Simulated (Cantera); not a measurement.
Thermodynamics of abatement and gas-phase synthesis, feed HF + H2 + H2O

Input: 1 mol HF, 0.034 mol H2, 0.037 mol H2O, at 46.0 bar.

Cantera equilibrium calculation (NASA polynomials, part measured and part estimated; ideal gas, pure solids and liquids). Candidate condensed phases: H2O; 22 gas species. The ideal-gas law is rough above about 30 bar. The numbers say what is thermodynamically allowed, not how fast it happens.

```json
[
 {"T (K)": "1875", "x HF": "0.933", "x H2O": "0.0346", "x H2": "0.0317", "x H": "1.72e-5", "x OH": "1.46e-6", "x F": "1.21e-7", "x O": "6.00e-10"},
 {"T (K)": "2025", "x HF": "0.933", "x H2O": "0.0346", "x H2": "0.0317", "x H": "5.05e-5", "x OH": "5.75e-6", "x F": "6.76e-7", "x O": "6.66e-9"},
 {"T (K)": "2175", "x HF": "0.933", "x H2O": "0.0345", "x H2": "0.0317", "x H": "0.000128", "x OH": "1.88e-5", "x F": "2.98e-6", "x O": "5.31e-8"},
 {"T (K)": "2325", "x HF": "0.933", "x H2O": "0.0345", "x H2": "0.0316", "x H": "0.000289", "x OH": "5.25e-5", "x F": "1.09e-5", "x O": "3.25e-7"},
 {"T (K)": "2475", "x HF": "0.933", "x H2O": "0.0344", "x H2": "0.0315", "x H": "0.000589", "x OH": "0.000129", "x F": "3.41e-5", "x O": "1.60e-6"},
 {"T (K)": "2625", "x HF": "0.933", "x H2O": "0.0342", "x H2": "0.0314", "x H": "0.00111", "x OH": "0.000287", "x F": "9.39e-5", "x O": "6.54e-6"},
 {"T (K)": "2775", "x HF": "0.932", "x H2O": "0.0339", "x H2": "0.0312", "x H": "0.00195", "x OH": "0.000582", "x F": "0.000232", "x O": "2.29e-5"},
 {"T (K)": "2925", "x HF": "0.931", "x H2O": "0.0333", "x H2": "0.0310", "x H": "0.00324", "x OH": "0.00109", "x F": "0.000523", "x O": "7.02e-5"},
 {"T (K)": "3075", "x HF": "0.928", "x H2O": "0.0322", "x H2": "0.0309", "x H": "0.00512", "x OH": "0.00188", "x F": "0.00109", "x O": "0.000189"},
 {"T (K)": "3225", "x HF": "0.925", "x H2O": "0.0305", "x H2": "0.0310", "x H": "0.00780", "x OH": "0.00300", "x F": "0.00211", "x O": "0.000451"}
]
```
x: gas mole fraction; nothing condenses.

From 1875 K to 3225 K nothing is condensed.
